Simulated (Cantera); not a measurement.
## Equilibrium for carbon deposition, reforming and gasification: C₂H₅OH + CO₂ + H₂ + NH₃

Charge: 1 mol C₂H₅OH, 0.53 mol CO₂, 4.2 mol H₂, 0.18 mol NH₃, at 0.200 bar.

These are equilibrium values from Cantera (NASA tables, ideal gas, pure condensed phases), not measurements of a reactor. Candidate condensed phases: C, C₆H₆, C₇H₈, C₈H₁₈, H₂O; 136 gas species. Kinetics and transport are ignored.

| T (°C) | log p H₂ | log p CO | log p N₂ | log p H | log p HCN | log p C₂H₂ (acetylene) | log p HNC | n C(graphite) |
|---|---|---|---|---|---|---|---|---|
| 1577 | -0.81 | -1.37 | -2.74 | -3.67 | -3.89 | -4.39 | -5.26 | 0.459 |
| 1602 | -0.81 | -1.37 | -2.75 | -3.59 | -3.84 | -4.31 | -5.19 | 0.457 |
| 1627 | -0.81 | -1.37 | -2.75 | -3.51 | -3.79 | -4.23 | -5.12 | 0.456 |
| 1652 | -0.81 | -1.37 | -2.75 | -3.42 | -3.75 | -4.15 | -5.05 | 0.453 |
| 1677 | -0.81 | -1.37 | -2.75 | -3.35 | -3.70 | -4.07 | -4.99 | 0.451 |
| 1702 | -0.81 | -1.37 | -2.76 | -3.27 | -3.66 | -4.00 | -4.92 | 0.449 |
| 1727 | -0.81 | -1.37 | -2.76 | -3.19 | -3.62 | -3.93 | -4.86 | 0.446 |
| 1752 | -0.81 | -1.37 | -2.76 | -3.12 | -3.58 | -3.85 | -4.80 | 0.443 |
| 1777 | -0.81 | -1.37 | -2.77 | -3.05 | -3.54 | -3.79 | -4.74 | 0.439 |
| 1802 | -0.81 | -1.37 | -2.77 | -2.98 | -3.50 | -3.72 | -4.69 | 0.435 |
| 1827 | -0.81 | -1.37 | -2.77 | -2.91 | -3.46 | -3.65 | -4.63 | 0.430 |
log p: log10 of the partial pressure in bar; n: condensed amount in mol.

From 1577 °C to 1827 °C the condensed part is C(graphite). The main C-bearing gas is CO throughout.
